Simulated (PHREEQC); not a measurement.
Model water analysis in mg/kgw, 25 °C, pH 6.25, pe 8.7:

```
constituent         mg/kgw
------------------  ------
Na                    2760
K                      438
Ca                    1280
Mg                     268
Cl                    7430
S(6) as SO4            559
Alkalinity as HCO3   0.366
F                      5.7
N(5) as NO3           83.3
Zn                    1.75
```

Valence states are taken as typed.

Model: ion-association model, phreeqc.dat, run in PHREEQC.

Each row changes one thing in this solution. No solid was allowed to form.

```
case                                         Ca+2 (mol/kgw)  SO4-2 (mol/kgw)  CaSO4 (mol/kgw)  MgSO4 (mol/kgw)  NaSO4- (mol/kgw)  F- (mol/kgw)  SI of Gypsum (CaSO4:2H2O)  SI of Fluorite (CaF2)
-------------------------------------------  --------------  ---------------  ---------------  ---------------  ----------------  ------------  -------------------------  ---------------------
as made                                              0.0306          0.00326          0.00133         0.000640          0.000522      0.000241                      -0.53                  +1.00
Ca from 1280 to 2560 mg/kgw                          0.0619          0.00284          0.00201         0.000492          0.000422      0.000242                      -0.34                  +1.26
pH from 6.25 to 7.25 at the same alkalinity          0.0306          0.00326          0.00133         0.000640          0.000522      0.000241                      -0.53                  +1.00
pH from 6.25 to 5.75 at the same alkalinity          0.0306          0.00326          0.00133         0.000640          0.000522      0.000240                      -0.53                  +1.00
```

Some of these states are supersaturated (in Fluorite, for instance).
